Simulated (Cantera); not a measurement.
Feed: 1 mol Si₃N₄, 0.0013 mol H₂O, 420 mol N₂, held at 0.0100 bar.

Equilibrium computed with Cantera from the NASA thermochemical tables; the gas is ideal and each condensed phase is pure. Candidate condensed phases: H₂O, Si, SiO₂, Si₂N₂O, Si₃N₄; 35 gas species. Equilibrium is a limit: real reactors are often held back by kinetics, nucleation or transport.

Over these rows the condensed part is Si₃N₄(s). Partial pressures as log10 of bar:

| T (K) | 1000/T (1/K) | log p Si | log p N₂ |
|---|---|---|---|
| 1500 | 0.6667 | -9.53 | -2.00 |
| 1550 | 0.6452 | -8.75 | -2.00 |
| 1600 | 0.6250 | ? | -2.00 |
| 1650 | 0.6061 | -7.35 | -2.00 |
| 1700 | 0.5882 | -6.71 | -2.00 |
| 1750 | 0.5714 | -6.10 | -2.00 |

Task: Fit log p(Si) = a + b·(1000/T) to the five rows, give the apparent enthalpy, and predict the row at 1600 K.

Result: Means: 1000/T = 0.6155, log p = -7.688. Sxy = -0.225759, Sxx = 0.0062820, so b = -35.94 and a = -7.688 − (-35.94)×0.6155 = 14.43.
Apparent enthalpy: −19.145 × (-35.94) = 688 kJ/mol. With the condensed phases at unit activity, 1/3 Si₃N₄(s) = Si(g) + 2/3 N₂(g) links this pressure to the main gases: over the six rows their terms move log p by +0.00 in all, so the slope is close to that reaction's ΔH°. The five rows lie within 0.01 of the line.
Prediction at 1600 K: 14.43 + (-35.94)×0.6250 = -8.03. The computed value is -8.03, 0.00 from the line.
